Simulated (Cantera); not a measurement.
Input: 1 mol SiCl4, 5.4 mol H2O, 90 mol N2, 16 mol N2O, equilibrated at 1373.15 K and 28.0 Pa.

Equilibrium computed with Cantera from the NASA thermochemical tables; the gas is ideal and each condensed phase is pure. Candidate condensed phases: H2O, NH4Cl, Si, SiO2, Si2N2O, Si3N4; 47 gas species. The tables hold silica as quartz up to 1696 K and as liquid above; real silica turns to tridymite and cristobalite and melts near 1996 K. The numbers say what is thermodynamically allowed, not how fast it happens.

Base state: N2 0.872, O2 0.0648, H2O 0.0296, HCl 0.0295, Cl 0.00339, NO 0.000363, OH 7.35e-5 (mole fractions); condensed: SiO2(β-quartz).

Q: What changes in the equilibrium state with this change: N2O from 16 to 0.49 mol?

A: 
```
species                before    after
-------------------  --------  -------
N2                      0.872    0.922
HCl                    0.0295   0.0390
H2O                    0.0296   0.0355
O2                     0.0648  0.00203
H2                    2.07e-6  1.40e-5
NO                   0.000363  6.60e-5
SiO2(β-quartz), mol      1.00     1.00
```
